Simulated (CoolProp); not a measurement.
Saturation properties of n-perfluorohexane (Tc = 448.0 K, pc = 1.742 MPa, ω = 0.497).

Computed with CoolProp (reference Helmholtz-energy equation of state, Gao 2022).

```
T (K)  p (MPa)  liquid density (kg/m³)  vapour density (kg/m³)  enthalpy of vaporisation (kJ/kg)  liquid cp (kJ/(kg K))
-----  -------  ----------------------  ----------------------  --------------------------------  ---------------------
283.7      [?]                    1717                   2.181                             96.76                  1.024
294.2  0.02467                     [?]                   3.485                             94.12                  1.041
304.7  0.03887                    1657                   5.351                             91.42                  1.057
315.2  0.05898                    1625                   7.940                             88.65                  1.074
325.7  0.08655                    1593                   11.44                             85.77                  1.091
336.2   0.1233                    1559                   16.07                             82.77                  1.108
346.7   0.1712                    1524                   22.10                             79.61                  1.126
357.2   0.2322                    1487                   29.86                             76.27                  1.145
367.7   0.3086                    1448                   39.77                             72.69                  1.165
378.2   0.4028                    1405                     [?]                             68.83                  1.188
388.7   0.5174                    1359                   68.46                             64.60                  1.216
```

Task: Some entries are withheld; supply them.

Result: 
- 283.7, p (MPa): 0.01499
- 294.2, liquid density (kg/m³): 1687
- 378.2, vapour density (kg/m³): 52.37

It boils at 330.3 K under 1 atm.
